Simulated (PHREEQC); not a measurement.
# Acid mine or pickling water: speciation

A made-up water analysis in mg/L, 20 °C, pH 2.91, pe 11.3:

```json
[
 {"constituent": "Na", "mg/L": "34.9"},
 {"constituent": "K", "mg/L": "13"},
 {"constituent": "Ca", "mg/L": "37"},
 {"constituent": "Mg", "mg/L": "19.1"},
 {"constituent": "Cl", "mg/L": "13.3"},
 {"constituent": "S(6) as SO4", "mg/L": "487"},
 {"constituent": "Al", "mg/L": "1.89"},
 {"constituent": "Mn(2)", "mg/L": "0.991"},
 {"constituent": "Li", "mg/L": "0.00541"},
 {"constituent": "Fe(3)", "mg/L": "57.8"}
]
```

Valence states are taken as typed.

Model: ion-association model, wateq4f.dat, run in PHREEQC.

Each row changes one thing in this solution. No solid was allowed to form.

| case | ionic strength (mol/kgw) | SO4-2 (mol/kgw) | Ca+2 (mol/kgw) | FeSO4+ (mol/kgw) | Mg+2 (mol/kgw) | HSO4- (mol/kgw) | SI of Fe(OH)3(a) (Fe(OH)3) | SI of Gypsum (CaSO4:2H2O) |
|---|---|---|---|---|---|---|---|---|
| as made | 0.0129 | 0.00354 | 0.000722 | 0.000718 | 0.000604 | 0.000273 | -0.70 | -1.40 |
| Fe(3) from 57.8 to 28.9 mg/L | 0.0129 | 0.00387 | 0.000708 | 0.000367 | 0.000592 | 0.000298 | -1.03 | -1.37 |
| all concentrations times 3 at the same typed pH | 0.0334 | 0.00964 | 0.00185 | 0.00233 | 0.00153 | 0.000634 | -0.55 | -0.73 |

Some of these states are supersaturated (in Jarosite-K, Jarosite-Na, Hematite (slow to form), for instance).
